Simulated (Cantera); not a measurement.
Input: 1 mol Si, 0.54 mol HCl, 10 mol H2, held at 702 °C and 750 Torr.

These are equilibrium values from Cantera (NASA tables, ideal gas, pure condensed phases), not measurements of a reactor. Candidate condensed phases: Si; 19 gas species. The tables' values for SiCl3 are old estimates; treat these amounts as uncertain. The numbers say what is thermodynamically allowed, not how fast it happens.

### Question
What is the equilibrium state?

### Answer
```json
{
 "x(H2)": "0.981",
 "x(SiHCl3)": "0.00704",
 "x(SiCl4)": "0.00599",
 "x(HCl)": "0.00477",
 "x(SiH2Cl2)": "0.000867",
 "x(SiCl3)": "8.89e-5",
 "x(SiCl2)": "3.74e-5",
 "x(SiH3Cl)": "2.70e-5",
 "n(Si(s))": "0.854 mol",
 "gas_amount": "10.39 mol"
}
```
